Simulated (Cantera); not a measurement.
## Equilibrium for iron carbonyl, mercury and lead vapours: Pb + CO + N2

A closed system holds: 1 mol Pb, 0.58 mol CO, 0.91 mol N2, equilibrated at 1.00 bar.

Cantera equilibrium calculation (NASA polynomials, part measured and part estimated; ideal gas, pure solids and liquids). Candidate condensed phases: C, Pb, PbO, PbO2, Pb3O4; 27 gas species. Rates play no part.

From 873 K to 1573 K the condensed part is C(graphite) + Pb(l). At 1673 K the condensed part is Pb(l). The main Pb-bearing gas is Pb throughout.

```csv
T (K),x N2,x CO,x CO2,x Pb,x Pb2,x C2N2,x PbO,n C(graphite),n Pb(l)
873,0.712,0.121,0.166,6.36e-7,<1e-12,<1e-12,<1e-12,0.213,1.000
973,0.656,0.271,0.0735,8.75e-6,1.82e-11,<1e-12,2.72e-12,0.102,1.000
1073,0.622,0.360,0.0182,7.31e-5,6.34e-10,<1e-12,2.58e-11,0.0267,1.000
1173,0.613,0.383,0.00408,0.000422,1.19e-8,1.96e-12,1.39e-10,0.00606,0.999
1273,0.610,0.387,0.00108,0.00184,1.38e-7,2.42e-11,5.53e-10,0.00160,0.997
1373,0.607,0.386,0.000339,0.00641,1.11e-6,2.07e-10,1.77e-9,0.000508,0.990
1473,0.599,0.382,0.000123,0.0188,6.62e-6,1.31e-9,4.80e-9,0.000187,0.971
1573,0.581,0.370,4.93e-5,0.0480,3.13e-5,6.45e-9,1.12e-8,7.72e-5,0.925
1673,0.544,0.347,2.04e-5,0.109,0.000122,2.52e-8,2.27e-8,0,0.817
```
x: gas mole fraction; n: condensed amount in mol.
